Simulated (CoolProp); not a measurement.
A simple Rankine cycle with R21: condensing at 305.15 K, boiler at 2.67 MPa, turbine inlet 450.2 K, turbine efficiency 0.85, pump efficiency 0.8, no recuperator. Each further row changes one setting.

Model: reference Helmholtz-energy equation of state, Platzer 1990, in CoolProp. This equation is an older, rougher fit; its heat capacities, sound speeds and derivatives of the liquid may be far off and weren't checked against measurements.

```tsv
case	thermal efficiency (%)	net work (kJ/kg)	heat in (kJ/kg)	turbine exit temperature (K)	volume ratio over the turbine
as stated	18.1	54.2	299	332.9	10.3
turbine inlet 470.2 K	[?]	58.6	317	353.3	10.1
condensing temperature 297.15 K	19.4	59.6	[?]	322.9	[?]
boiler pressure 1.87 MPa	16.3	[?]	309	353.7	7.13
turbine efficiency 0.75	[?]	47.5	299	342.8	10.7
```

### Question
Fill in the missing entries.

### Answer

- turbine inlet 470.2 K, thermal efficiency (%): 18.5
- condensing temperature 297.15 K, heat in (kJ/kg): 307
- condensing temperature 297.15 K, volume ratio over the turbine: 13.2
- boiler pressure 1.87 MPa, net work (kJ/kg): 50.4
- turbine efficiency 0.75, thermal efficiency (%): 15.9
